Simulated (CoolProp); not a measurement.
Vapour-liquid equilibrium of n-hexane (1) + m-xylene (2) at 303.1 K; x and y are mole fractions of (1).

Values from CoolProp's multi-fluid Helmholtz-energy mixture model, Thol 2019 and Zhou 2012; pair parameters Bell 2016.

```tsv
x	bubble pressure, mixture model (bar)	bubble pressure, Raoult's law (bar)	y, mixture model	y, Raoult's law
0.05	0.02773	0.02650	0.493	0.470
0.15	0.05740	0.04992	0.782	0.748
0.25	0.08891	0.07333	0.877	0.849
0.35	0.1189	0.09675	0.920	0.901
0.45	0.1454	0.1202	0.943	0.932
0.55	0.1678	0.1436	0.958	0.954
0.65	0.1867	0.1670	0.968	0.969
0.75	0.2035	0.1904	0.976	0.981
0.85	0.2201	0.2138	0.985	0.990
0.95	0.2384	0.2372	0.994	0.997
```

The largest gap from Raoult's law is +22.9 % in bubble pressure, at x = 0.35. No azeotrope shows between x = 0.05 and 0.95.

Pair parameters are fitted to limited data, so mixtures are less certain than the pure fluids.
